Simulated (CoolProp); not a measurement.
Values from CoolProp's reference Helmholtz-energy equation of state, Colonna 2008. It is a short technical equation, of lower accuracy than the large ones.

Question: Give the vapour pressure (kPa), liquid density (kg/m³), vapour density (kg/m³), enthalpy of vaporisation (kJ/kg) of saturated dodecamethylcyclohexasiloxane (D6) at 266.85 °C.

Answer: 
| T (°C) | p (kPa) | liquid density (kg/m³) | vapour density (kg/m³) | enthalpy of vaporisation (kJ/kg) |
|---|---|---|---|---|
| 266.85 | 161 | 671 | 18.5 | 92.0 |
